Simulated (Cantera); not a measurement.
## Premixed flame

A freely propagating, adiabatic, planar premixed flame of H2 : O2 : N2 = 1 : 0.217 : 0.783 (molar parts), unburnt at 598 K and 105 Torr; mixture-averaged transport, grid criteria slope 0.08 and curve 0.16, no radiation.

Computed with Cantera and the H2/O2 subset of GRI-Mech 3.0, which has no nitrogen chemistry. Burning velocities carry a grid error of a few per cent, more on coarse grids.

```
z (mm)  T (K)  u (m/s)   x H2      x O2    x HO2       x O   x H2O2      x OH
------  -----  -------  -----  --------  -------  --------  -------  --------
-17.4     598     6.89  0.500     0.108    <1e-8     <1e-8    <1e-8     <1e-8
-11.6     598     6.89  0.500     0.108    <1e-8     <1e-8    <1e-8     <1e-8
-8.69     598     6.89  0.500     0.108    <1e-8     <1e-8    <1e-8     <1e-8
-5.79     598     6.89  0.500     0.108  9.01e-7     <1e-8    <1e-8     <1e-8
-2.90     611     7.03  0.498     0.108  4.17e-5   1.14e-5  3.93e-7   2.83e-5
-1.45     740     8.41  0.472     0.104  2.70e-5  0.000250  2.95e-7  0.000216
0        1096     12.2  0.332    0.0567  1.02e-5   0.00377  1.87e-7   0.00167
1.45     1323     14.6  0.237   0.00489  8.70e-7   0.00197  9.27e-8   0.00221
2.90     1406     15.4  0.236  0.000771  1.27e-7   0.00123  7.99e-8   0.00244
5.79     1504     16.4  0.245  0.000501  7.52e-8   0.00118  7.90e-8   0.00298
11.6     1620     17.5  0.256  0.000432  5.95e-8   0.00107  6.44e-8   0.00350
23.2     1742     18.6  0.267  0.000330  4.38e-8  0.000864  4.19e-8   0.00379
46.3     1862     19.7  0.279  0.000220  3.03e-8  0.000603  2.33e-8   0.00373
```
x: mole fraction of selected species; z is measured from the peak of heat release.

```
Quantity                    Result
------------------------  --------
laminar burning velocity  689 cm/s
thermal thickness          5.79 mm
peak x(HO2)                4.19e-5
peak x(O)                  0.00413
peak x(H2O2)               4.92e-7
peak x(OH)                 0.00382
```
